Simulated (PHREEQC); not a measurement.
**Nickel, zinc or cadmium bath**

A solution holds 2.5 mmol/kgw CdSO4, 1.8 mmol/kgw NaCl and 15 mmol/kgw HCl, at 25 °C. Closed to the air; pH follows from the charge balance.

The numbers come from PHREEQC with the ion-association model, phreeqc.dat.

Each row changes one thing in this solution. This is a speciation only: nothing precipitates in the calculation.

```tsv
case	pH	ionic strength (mol/kgw)
as made	1.91	0.0219
CdSO4 left out	1.87	___
NaCl from 0.0018 to 0.00162 mol/kgw	1.91	___
NaCl left out	1.91	0.0202
diluted 100-fold with water	___	0.000266
diluted 10-fold with water	___	___
```

Task: Fill in the missing entries.

Result: 
- CdSO4 left out, ionic strength (mol/kgw): 0.0168
- NaCl from 0.0018 to 0.00162 mol/kgw, ionic strength (mol/kgw): 0.0217
- diluted 100-fold with water, pH: 3.83
- diluted 10-fold with water, pH: 2.85
- diluted 10-fold with water, ionic strength (mol/kgw): 0.00254

Complexes and solids missing from the database can't appear.
